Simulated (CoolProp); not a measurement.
Vapour-liquid equilibrium of propane (1) + R134a (2) at -27.45 °C; x and y are mole fractions of (1).

Values from CoolProp's multi-fluid Helmholtz-energy mixture model, Lemmon 2009 and Tillner-Roth 1994; pair parameters Bell 2016.

```tsv
x	bubble pressure (MPa)	y at the bubble point	dew pressure at overall composition x (MPa)	liquid density (mol/L)
0.05	0.1426	0.352	0.09990	13.43
0.2	0.2087	0.590	0.1175	13.14
0.35	0.2250	0.637	0.1422	12.90
0.5	0.2285	0.652	0.1787	12.74
0.65	0.2297	0.667	0.2282	12.66
0.8	0.2271	0.713	0.2153	12.66
0.95	0.2044	0.871	0.1925	12.74
```

y crosses x between x = 0.65 and 0.8: the model has an azeotrope there.

The pair parameters rest on a limited set of measurements; away from them the model extrapolates. With so large a gap from Raoult's law the liquid may split in two, which this calculation doesn't test in full.
